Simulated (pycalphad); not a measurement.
All values are pycalphad results on the COST 507 light-alloy database (1999) (1 atm), not direct measurements. No gas phase is included, though pure Mg would boil below 1650 K. These are 1990s assessments: newer ones move some temperatures and phases. Kinetics are ignored, which matters at the lower temperatures.

Molar enthalpy of Mg-2.3Al-0.96Si (at.%) in equilibrium (SER reference):

| T (K) | H (kJ/mol) | phases |
|---|---|---|
| 1650 | 50.68 | liquid |
| 1550 | 47.27 | liquid |
| 1450 | 43.85 | liquid |
| 1350 | 40.43 | liquid |
| 1250 | 37.01 | liquid |
| 1150 | 33.59 | liquid |
| 1050 | 30.18 | liquid |
| 1000 | 28.47 | liquid |
| 950 | 26.76 | liquid |
| 850 | 14.96 | hcp + MG2SI |
| 800 | 13.43 | hcp + MG2SI |
| 750 | 11.92 | hcp + MG2SI |
| 650 | 9.01 | hcp + MG2SI |
| 550 | 6.20 | hcp + MG2SI |
| 450 | 3.47 | hcp + MG2SI + ALMG_GAMMA |
| 350 | 0.66 | hcp + ALMG_GAMMA + MG2SI |

Cooling from 950 K to 850 K, across the freezing range, releases 11.8 kJ/mol, or 483 J/g. The slope is 34 J/(mol K) in the liquid and 31 J/(mol K) just below the solidus, where it includes any heat of precipitation. Liquidus 902 K, solidus 866 K. Changes were sought between steps of 50 K, so a narrower field can be missed.

Database names, with the compositions (at.%) that they take in these runs: MG2SI: Mg 67 Si 33; ALMG_GAMMA: Mg 59 Al 41.
